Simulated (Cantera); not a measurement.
Input: 1 mol Cu2O, 5 mol C, 0.16 mol N2, 1.6 mol CH4, 0.36 mol O2, at 7.20 bar.

Equilibrium computed with Cantera from the NASA thermochemical tables; the gas is ideal and each condensed phase is pure. Candidate condensed phases: C, C6H6, C7H8, C8H18, Cu, CuO, Cu(OH)2, Cu2O, H2O; 139 gas species. The numbers say what is thermodynamically allowed, not how fast it happens.

At 1698 K, list the 6 most abundant gas species with their mole fractions, and the condensed phases.

H2 0.625, CO 0.339, N2 0.0313, CH4 0.00310, H2O 0.000744, HCN 0.000507. Condensed: C(graphite) + Cu(l).
